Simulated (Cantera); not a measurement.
A Cantera script and what it prints.

```python
import numpy as np
import cantera as ct

gas_names = """
    F FO FO2 F2 F2O Mg MgF MgF2 MgN MgO Mg2 Mg2F4 N NF NF2 NF3 NO NO2 NO3 N2 N2O O O2 O3
""".split()
cond_names = """
    Mg(cr) Mg(L) MgF2(s) MgF2(L) MgO(s) MgO(L)
""".split()


# ... load() reads the species with a 1 bar reference pressure and builds the phases ...
atoms = {
    'MgO': {'Mg': 1, 'O': 1},
    'NF3': {'N': 1, 'F': 3},
}
top_T = {}  # K; cautious upper limits of use, not melting points


# ... equilibrate(T, P, feed) seeds the gas with the atoms and calls Mixture.equilibrate('TP', solver="vcs", rtol=1e-11, max_steps=5000) ...
results = []
T = 1423  # K
P = 17  # Pa
for m in [0.59, 0.86, 1.3, 1.8, 2.7, 3.9, 5.6, 8.2]:
    feed = {'MgO': 1, 'NF3': m}  # mol
    mix = equilibrate(T, P, feed)
    results.append((T, P, feed, dict(zip(mix.species_names, mix.species_moles))))
    x = sorted(zip(gas.X, gas.species_names), reverse=True)
    print(f"T = {T:g} K  P = {P:g} Pa  n(NF3) = {m:g} mol  gas = {mix.phase_moles(0):.4g} mol")
    print("   x: " + "  ".join(f"{s} {v:.3e}" for v, s in x if v > 1e-06))
    print("   condensed (mol): " + ("  ".join(f"{mix.phase(i).name} {mix.phase_moles(i):.4g}"
          for i in range(1, mix.n_phases) if mix.phase_moles(i) > 1e-12) or "none"))
```

Output:

```
T = 1423 K  P = 17 Pa  n(NF3) = 0.59 mol  gas = 0.7886 mol
   x: O2 5.606e-01  N2 3.736e-01  MgF2 6.477e-02  NO 9.256e-04  O 7.732e-05  F 1.249e-05  Mg2F4 9.692e-06
   condensed (mol): MgF2(s) 0.8339  MgO(s) 0.115
T = 1423 K  P = 17 Pa  n(NF3) = 0.86 mol  gas = 1.615 mol
   x: F 3.592e-01  O2 3.093e-01  N2 2.660e-01  MgF2 6.477e-02  NO 5.802e-04  O 5.744e-05  Mg2F4 9.692e-06  F2 6.088e-06
   condensed (mol): MgF2(s) 0.8954
T = 1423 K  P = 17 Pa  n(NF3) = 1.3 mol  gas = 3.261 mol
   x: F 5.826e-01  N2 1.991e-01  O2 1.531e-01  MgF2 6.477e-02  NO 3.532e-04  O 4.041e-05  F2 1.601e-05  Mg2F4 9.692e-06
   condensed (mol): MgF2(s) 0.7887
T = 1423 K  P = 17 Pa  n(NF3) = 1.8 mol  gas = 5.132 mol
   x: F 6.624e-01  N2 1.752e-01  O2 9.727e-02  MgF2 6.477e-02  NO 2.640e-04  O 3.221e-05  F2 2.070e-05  Mg2F4 9.692e-06
   condensed (mol): MgF2(s) 0.6675
T = 1423 K  P = 17 Pa  n(NF3) = 2.7 mol  gas = 8.501 mol
   x: F 7.175e-01  N2 1.587e-01  MgF2 6.477e-02  O2 5.871e-02  NO 1.952e-04  O 2.502e-05  F2 2.429e-05  Mg2F4 9.692e-06
   condensed (mol): MgF2(s) 0.4492
T = 1423 K  P = 17 Pa  n(NF3) = 3.9 mol  gas = 12.99 mol
   x: F 7.466e-01  N2 1.500e-01  MgF2 6.477e-02  O2 3.840e-02  NO 1.535e-04  F2 2.630e-05  O 2.024e-05  Mg2F4 9.692e-06
   condensed (mol): MgF2(s) 0.1583
T = 1423 K  P = 17 Pa  n(NF3) = 5.6 mol  gas = 19.1 mol
   x: F 7.748e-01  N2 1.465e-01  MgF2 5.234e-02  O2 2.611e-02  NO 1.251e-04  F2 2.833e-05  O 1.669e-05  Mg2F4 6.330e-06
   condensed (mol): none
T = 1423 K  P = 17 Pa  n(NF3) = 8.2 mol  gas = 28.2 mol
   x: F 8.014e-01  N2 1.453e-01  MgF2 3.546e-02  O2 1.767e-02  NO 1.025e-04  F2 3.030e-05  O 1.373e-05  Mg2F4 2.904e-06
   condensed (mol): none
```

Cantera equilibrium calculation (NASA polynomials, part measured and part estimated; ideal gas, pure solids and liquids). Mutual solubility and eutectic melting of coexisting phases are not modelled.
